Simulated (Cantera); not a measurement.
Cantera with NASA thermochemical tables; ideal gases at 1 bar, condensed phases pure. Values are per mole of reaction as written; species without (g) are pure solids or liquids, kept so even where they would boil at 1 bar.

3 Cl2(g) + 3 Li2O = 6 LiCl + O3(g), with ΔH° = -511.5 kJ and ΔS° = -187.8 J/K at 300 K.

Task: How far is the shortcut ΔG° ≈ ΔH°(300 K) − T·ΔS°(300 K) from the full temperature-dependent value at 950, 1000, 1050, 1100, 1150, 1200, 1250, 1300, 1350, 1400 K?

Result: 
```tsv
T (K)	shortcut (kJ)	full (kJ)	difference (kJ)	difference in log10 K	condensed phases
950	-333.1	-366.4	33.4	-1.83	Li2O(s), LiCl(l)
1000	-323.7	-367.2	43.5	-2.27	Li2O(s), LiCl(l)
1050	-314.3	-369.3	55.0	-2.74	Li2O(s), LiCl(l)
1100	-304.9	-370.3	65.4	-3.11	Li2O(s), LiCl(l)
1150	-295.5	-371.5	76.0	-3.45	Li2O(s), LiCl(l)
1200	-286.1	-372.8	86.6	-3.77	Li2O(s), LiCl(l)
1250	-276.7	-374.1	97.4	-4.07	Li2O(s), LiCl(l)
1300	-267.4	-375.5	108.2	-4.35	Li2O(s), LiCl(l)
1350	-258.0	-377.0	119.1	-4.61	Li2O(s), LiCl(l)
1400	-248.6	-378.6	130.0	-4.85	Li2O(s), LiCl(l)
```
The shortcut ignores heat capacities and the phase changes listed.
